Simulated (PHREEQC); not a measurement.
Consider water at 25 °C with 0.14 mol/kgw CuSO4, 0.00011 mol/kgw HCl and 0.00024 mol/kgw FeCl3. Closed to the air; pH follows from the charge balance.

All values are PHREEQC results (ion-association model, phreeqc.dat), not measurements.

Q: The ionic strength comes out as 0.278 mol/kgw. What activity coefficients do H+, Fe(SO4)2-, Fe+3, FeSO4+, HSO4- get?

A: H+ 0.79, Fe(SO4)2- 0.73, Fe+3 0.11, FeSO4+ 0.72, HSO4- 0.73.

No solid was allowed to form. Saturation is exceeded, for instance for Fe(OH)3(a), Hematite (slow to form); the values hold only as long as no solid forms.
